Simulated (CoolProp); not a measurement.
A simple Rankine cycle with cyclopropane: condensing at 305.15 K, boiler at 3.15 MPa, turbine inlet 370 K, turbine efficiency 0.6, pump efficiency 0.6, no recuperator. Each further row changes one setting.

Values from CoolProp's reference Helmholtz-energy equation of state, Polt 1992. This equation is an older, rougher fit; its heat capacities, sound speeds and derivatives of the liquid may be far off and weren't checked against measurements.

```
case                             thermal efficiency (%)  net work (kJ/kg)  heat in (kJ/kg)  turbine exit temperature (K)  volume ratio over the turbine
-------------------------------  ----------------------  ----------------  ---------------  ----------------------------  -----------------------------
as stated                                           7.5                 ?              433                         310.3                           3.89
turbine inlet 390 K                                   ?              38.1                ?                         337.6                           3.76
condensing temperature 297.15 K                     8.5                 ?              451                             ?                           4.79
boiler pressure 2.2 MPa                             6.0                 ?              468                             ?                           2.55
turbine efficiency 0.5                              6.0              25.9              433                         314.1                              ?
```

### Question
Fill in the missing entries.

### Answer

- as stated, net work (kJ/kg): 32.3
- turbine inlet 390 K, thermal efficiency (%): 7.9
- turbine inlet 390 K, heat in (kJ/kg): 485
- condensing temperature 297.15 K, net work (kJ/kg): 38.2
- condensing temperature 297.15 K, turbine exit temperature (K): 302.6
- boiler pressure 2.2 MPa, net work (kJ/kg): 28.3
- boiler pressure 2.2 MPa, turbine exit temperature (K): 333.6
- turbine efficiency 0.5, volume ratio over the turbine: 3.97
